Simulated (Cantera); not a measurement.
## FeCl3 + O2 + H2 (halide evaporation, hydrolysis and transport)

A closed system holds: 1 mol FeCl3, 0.37 mol O2, 4.1 mol H2, equilibrated at 1350 K.

Equilibrium computed with Cantera from the NASA thermochemical tables; the gas is ideal and each condensed phase is pure. Candidate condensed phases: Fe, FeCl2, FeCl3, FeO, Fe(OH)2, Fe(OH)3, Fe2O3, Fe3O4, H2O; 22 gas species. The numbers say what is thermodynamically allowed, not how fast it happens.

```csv
P (Pa),x H2,x HCl,x H2O,x FeCl2,x Fe,x Fe2Cl4,x H,n Fe(γ)
0.100,0.444,0.303,0.131,0.114,0.00430,1.80e-9,0.00159,0.331
0.560,0.447,0.305,0.132,0.115,0.000768,1.02e-8,0.000673,0.351
3.20,0.447,0.305,0.132,0.115,0.000134,5.82e-8,0.000282,0.354
18,0.447,0.305,0.132,0.115,2.39e-5,3.28e-7,0.000119,0.354
100,0.447,0.305,0.132,0.115,4.30e-6,1.82e-6,5.04e-5,0.354
560,0.447,0.305,0.132,0.115,7.68e-7,1.02e-5,2.13e-5,0.354
3200,0.448,0.305,0.132,0.115,1.34e-7,5.82e-5,8.91e-6,0.354
18000,0.448,0.305,0.132,0.115,2.39e-8,0.000326,3.76e-6,0.353
100000,0.450,0.303,0.132,0.113,4.30e-9,0.00176,1.60e-6,0.347
```
x: gas mole fraction; n: condensed amount in mol.

From 0.100 Pa to 1.00 bar the condensed part is Fe(γ). The main Fe-bearing gas is FeCl2 throughout.
